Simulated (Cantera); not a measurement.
An adiabatic, constant-pressure homogeneous reactor starts with CH4 : CO : O2 : N2 = 1 : 0.034 : 2.08 : 7.82 (molar parts), equivalence ratio 0.97, at 1625 K and 100000 Pa. Integrator tolerance rtol = 1e-08.

Model: GRI-Mech 3.0 (53 species, 325 reactions), integrated in Cantera.

What does this change do: initial temperature 1625 to 1700 K?


```json
[
 {"quantity": "time of steepest temperature rise", "before": "0.382 ms", "after": "0.217 ms"},
 {"quantity": "temperature at 4.00 s", "before": "2770 K", "after": "2795 K"},
 {"quantity": "equilibrium temperature", "before": "2770 K", "after": "2795 K"},
 {"quantity": "x(CH4) at 4.00 s", "before": "<1e-12 (gas-phase equilibrium <1e-12)", "after": "<1e-12 (gas-phase equilibrium <1e-12)"},
 {"quantity": "x(CO) at 4.00 s", "before": "0.0421 (gas-phase equilibrium 0.0421)", "after": "0.0441 (gas-phase equilibrium 0.0441)"},
 {"quantity": "x(O2) at 4.00 s", "before": "0.0235 (gas-phase equilibrium 0.0235)", "after": "0.0243 (gas-phase equilibrium 0.0243)"},
 {"quantity": "x(H2) at 4.00 s", "before": "0.0179 (gas-phase equilibrium 0.0179)", "after": "0.0191 (gas-phase equilibrium 0.0191)"},
 {"quantity": "x(HO2) at 4.00 s", "before": "6.19e-6 (gas-phase equilibrium 6.19e-6)", "after": "6.62e-6 (gas-phase equilibrium 6.62e-6)"},
 {"quantity": "x(HCO) at 4.00 s", "before": "4.13e-8 (gas-phase equilibrium 4.13e-8)", "after": "4.74e-8 (gas-phase equilibrium 4.74e-8)"},
 {"quantity": "x(OH) at 4.00 s", "before": "0.0213 (gas-phase equilibrium 0.0213)", "after": "0.0226 (gas-phase equilibrium 0.0226)"}
]
```

What does this change do: N2 7.82 to 18 parts?


| quantity | before | after |
|---|---|---|
| time of steepest temperature rise | 0.382 ms | 0.709 ms |
| temperature at 4.00 s | 2770 K | 2456 K |
| equilibrium temperature | 2770 K | 2456 K |
| x(CH4) at 4.00 s | <1e-12 (gas-phase equilibrium <1e-12) | <1e-12 (gas-phase equilibrium <1e-12) |
| x(CO) at 4.00 s | 0.0421 (gas-phase equilibrium 0.0421) | 0.0121 (gas-phase equilibrium 0.0121) |
| x(O2) at 4.00 s | 0.0235 (gas-phase equilibrium 0.0235) | 0.00776 (gas-phase equilibrium 0.00776) |
| x(H2) at 4.00 s | 0.0179 (gas-phase equilibrium 0.0179) | 0.00468 (gas-phase equilibrium 0.00468) |
| x(HO2) at 4.00 s | 6.19e-6 (gas-phase equilibrium 6.19e-6) | 9.92e-7 (gas-phase equilibrium 9.92e-7) |
| x(HCO) at 4.00 s | 4.13e-8 (gas-phase equilibrium 4.13e-8) | 2.60e-9 (gas-phase equilibrium 2.60e-9) |
| x(OH) at 4.00 s | 0.0213 (gas-phase equilibrium 0.0213) | 0.00511 (gas-phase equilibrium 0.00511) |
